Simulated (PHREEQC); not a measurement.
**Buffer (model solution)**

Consider water at 25 °C with 0.2 mol/kgw KH2PO4 and 0.027 mol/kgw Na2CO3. Closed to the air; pH follows from the charge balance.

Equilibrium calculation in PHREEQC: ion-association model, wateq4f.dat.

pH: 6.13
ionic strength: 0.286 mol/kgw
activity of water: 0.992
total alkalinity: 54.0 meq/kg

| species | molality | activity | log γ |
|---|---|---|---|
| K+ | 0.197 | 0.135 | -0.165 |
| H2PO4- | 0.159 | 0.115 | -0.140 |
| Na+ | 0.0528 | 0.0384 | -0.139 |
| HPO4-2 | 0.0368 | 0.00966 | -0.581 |
| CO2 | 0.0143 | 0.0152 | 0.029 |
| HCO3- | 0.0126 | 0.00909 | -0.140 |
| KHPO4- | 0.00349 | 0.00253 | -0.140 |

No solid was allowed to form. H3PO4, which wateq4f.dat lacks, is added to it with the constant of phreeqc.dat.
